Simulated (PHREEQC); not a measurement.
Solution (20 °C): 0.0047 mol/kgw CdBr2. Closed to the air; pH follows from the charge balance.

Equilibrium calculation in PHREEQC: ion-association model, phreeqc.dat.

No solid was allowed to form.

Q: Predict the pH, ionic strength.

A: pH 6.48; ionic strength 0.00999 mol/kgw.

Q: In which forms is Cd present?

A: Cd+2 57 %, CdBr+ 42 %, CdBr2 1.3 % of the Cd.

Species that the database lacks are ignored.
